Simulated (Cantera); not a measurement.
## Gas-phase reforming

An isothermal, constant-pressure homogeneous reactor starts with 42.6 % CH4, 51.1 % CO2, 6.38 % H2, at 1275 K and 7.40 bar.

Computed with Cantera and GRI-Mech 3.0 (53 species, 325 reactions).

```csv
t (s),x CH4,x CO2,x H2,x CH2,x CH3
8.00e-5,0.426,0.511,0.0638,<1e-12,4.58e-7
0.000194,0.426,0.511,0.0638,<1e-12,1.04e-6
0.000472,0.426,0.511,0.0638,<1e-12,1.88e-6
0.00115,0.426,0.511,0.0638,<1e-12,2.22e-6
0.00279,0.426,0.511,0.0638,<1e-12,2.26e-6
0.00678,0.425,0.511,0.0638,<1e-12,2.31e-6
0.0165,0.425,0.511,0.0638,<1e-12,2.42e-6
0.0400,0.425,0.510,0.0638,<1e-12,2.64e-6
0.0972,0.425,0.510,0.0638,<1e-12,2.94e-6
0.236,0.424,0.509,0.0638,<1e-12,3.16e-6
0.574,0.422,0.507,0.0640,<1e-12,3.24e-6
1.39,0.416,0.501,0.0644,<1e-12,3.35e-6
3.39,0.403,0.487,0.0648,1.02e-12,3.57e-6
8.23,0.374,0.451,0.0624,1.86e-12,4.02e-6
20.0,0.315,0.376,0.0559,4.73e-12,4.61e-6
```
x: mole fraction; the columns are a selection and need not sum to one.

Equilibrium at this temperature and pressure: CH4 0.00783, CO2 0.0213, H2 0.453, CH2 <1e-12, CH3 6.19e-8 (gas phase only).
